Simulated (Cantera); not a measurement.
An isothermal, constant-pressure homogeneous reactor starts with H2 : O2 = 0.066 : 1 (molar parts), at 1450 K and 280 Pa. Integrator tolerance rtol = 1e-08.

Cantera simulation using the H2/O2 subset of GRI-Mech 3.0, which has no nitrogen chemistry; the numbers are that mechanism's predictions, not measurements. Radical loss at walls, strong at low pressure, is not modelled. The temperature is held fixed by assumption; the heat of reaction is taken as removed at once.

### Question
What does this change do: H2 0.066 to 0.024 parts?

### Answer
| quantity | before | after |
|---|---|---|
| x(H2) at 9.00 s | 7.92e-5 (gas-phase equilibrium 1.19e-6) | 5.48e-5 (gas-phase equilibrium 4.31e-7) |
| x(O2) at 9.00 s | 0.933 (gas-phase equilibrium 0.936) | 0.970 (gas-phase equilibrium 0.976) |
| x(H2O2) at 9.00 s | 3.99e-9 (gas-phase equilibrium 5.03e-10) | 2.57e-9 (gas-phase equilibrium 1.90e-10) |
| x(OH) at 9.00 s | 0.00206 (gas-phase equilibrium 0.000252) | 0.00174 (gas-phase equilibrium 0.000155) |
| x(H2O) at 9.00 s | 0.0626 (gas-phase equilibrium 0.0638) | 0.0226 (gas-phase equilibrium 0.0236) |
